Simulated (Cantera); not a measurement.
A closed system holds: 1 mol B, 7 mol H₂, 1.6 mol N₂, held at 1125 °C and 0.190 bar.

These are equilibrium values from Cantera (NASA tables, ideal gas, pure condensed phases), not measurements of a reactor. Candidate condensed phases: B, BN; 15 gas species. N₂ is the only nitrogen source here; it is nearly inert below about 1500 K, so the nitride shown seldom forms there in practice. Rates play no part.

Base state: H₂ 0.864, N₂ 0.136, H 1.01e-5 (mole fractions); condensed: BN(s).

Problem. What changes in the equilibrium state with this change: temperature from 1125 °C to 1577 °C?

Solution. 
| species | before | after |
|---|---|---|
| H₂ | 0.864 | 0.863 |
| N₂ | 0.136 | 0.136 |
| H | 1.01e-5 | 0.00115 |
| BN(s), mol | 1.00 | 1.000 |
